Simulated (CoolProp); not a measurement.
Vapour-liquid equilibrium of R22 (1) + cyclohexane (2) at 309.2 K; x and y are mole fractions of (1).

Computed with CoolProp (multi-fluid Helmholtz-energy mixture model, Kamei 1995 and Zhou 2014; pair parameters Bell 2016).

```
x     bubble pressure, mixture model (kPa)  bubble pressure, Raoult's law (kPa)  y, mixture model  y, Raoult's law
----  ------------------------------------  -----------------------------------  ----------------  ---------------
0.05                                 169.0                                89.48             0.875            0.777
0.2                                  513.7                                295.0             0.959            0.943
0.35                                 735.4                                500.5             0.972            0.973
0.5                                  881.6                                706.0             0.978            0.985
0.65                                 999.8                                911.5             0.982            0.992
0.8                                   1130                                 1117             0.988            0.996
0.95                                  1312                                 1322             0.996            0.999
```

The largest gap from Raoult's law is +88.9 % in bubble pressure, at x = 0.05. No azeotrope shows between x = 0.05 and 0.95.

Pair parameters are fitted to limited data, so mixtures are less certain than the pure fluids. The gap from Raoult's law changes sign with composition, which may be real or a fault of the pair parameters; it wasn't checked against measurements. With so large a gap from Raoult's law the liquid may split in two, which this calculation doesn't test in full.
